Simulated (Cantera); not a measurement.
Feed: 1 mol Cu2O, 17 mol CO, a varied amount of CH4, at 1800 °C and 133 Pa.

Cantera equilibrium calculation (NASA polynomials, part measured and part estimated; ideal gas, pure solids and liquids). Candidate condensed phases: C, C6H6, C7H8, C8H18, Cu, CuO, Cu(OH)2, Cu2O, H2O; 113 gas species. Rates play no part.

Problem. At 1.9 mol CH4, list the 5 most abundant gas species with their mole fractions, and the condensed phases.

Solution. CO 0.746, H2 0.144, Cu 0.0829, H 0.0273, C2H2 (acetylene) 0.000176. Condensed: C(graphite).
